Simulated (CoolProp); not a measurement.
A single-stage vapour-compression cycle with the fluid: evaporating at 320.15 K (dew point), condensing at 344.15 K (bubble point), superheat 5 K, subcooling 8 K, compressor efficiency 0.65, no pressure losses. The same conditions are run with several fluids, on thermodynamics alone (safety and materials aside).

The numbers come from the reference Helmholtz-energy equation of state of each fluid (R365MFC: Lemmon 2016; the fluoroketone C6F12O (FK-5-1-12): McLinden 2015; sulfur dioxide: Gao 2016; R1336mzz(E): Akasaka 2023; 1,2-dichloroethane: Thol 2015; fluoroethane (R161): Wu 2012) in CoolProp.

```tsv
fluid	cooling COP	pressure ratio	discharge temperature (K)	refrigerating effect (kJ/kg)	volumetric capacity (kJ/m³)
R365MFC	8.31	2.13	347.1	167	1240
the fluoroketone C6F12O (FK-5-1-12)	8.09	2.17	344.2	75.0	877
sulfur dioxide	8.03	1.88	387.7	313	6390
R1336mzz(E)	8.03	1.93	348.3	115	3140
1,2-dichloroethane	8.47	2.44	370.3	327	334
fluoroethane (R161)	7.51	1.70	361.9	266	9890
```

The compression ends wet for: the fluoroketone C6F12O (FK-5-1-12).
